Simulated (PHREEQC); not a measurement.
Make-up at 61 °C: 0.00495 mol NaHCO3, 0.000495 mol Na2B4O7 and 0.125 mol KCl per kg of water. Closed to the air; pH follows from the charge balance.

Computed with PHREEQC (Pitzer model, pitzer.dat).

The ionic strength comes out as 0.131 mol/kgw. What activity coefficients do K+, CO3-2, OH-, Na+, B(OH)4- get?

K+ 0.74, CO3-2 0.28, OH- 0.75, Na+ 0.75, B(OH)4- 0.70. Single-ion values are on the MacInnes scale.

Precipitation was switched off in this run. At this temperature some constants are extrapolated from 25 °C, and those without enthalpy data are left unchanged.
